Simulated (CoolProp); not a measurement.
Vapour-liquid equilibrium of benzene (1) + dimethyl carbonate (2) at 169.45 °C; x and y are mole fractions of (1).

Computed with CoolProp (multi-fluid Helmholtz-energy mixture model, Thol 2012 and Zhou 2011; pair parameters Bell 2016).

Task: Give the bubble pressure and the first vapour's composition at x = 0.05, 0.35, 0.725. Is there an azeotrope?

Result: x = 0.05: 7.710 bar, y = 0.065; x = 0.35: 8.343 bar, y = 0.387; x = 0.725: 8.636 bar, y = 0.727. y crosses x between x = 0.725 and 0.8: the model has an azeotrope there.

The pair parameters rest on a limited set of measurements; away from them the model extrapolates.
